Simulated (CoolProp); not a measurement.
The numbers come from the reference Helmholtz-energy equation of state, Marx 1992 in CoolProp.

### Question
For R113, give the phase and the density (kg/m³), cp (kJ/(kg K)), cv (kJ/(kg K)), speed of sound (m/s) at 486 K and 0.875 MPa.

### Answer
- 486 K and 0.875 MPa: gas; density 44.8, cp 0.832, cv 0.763, speed of sound 139
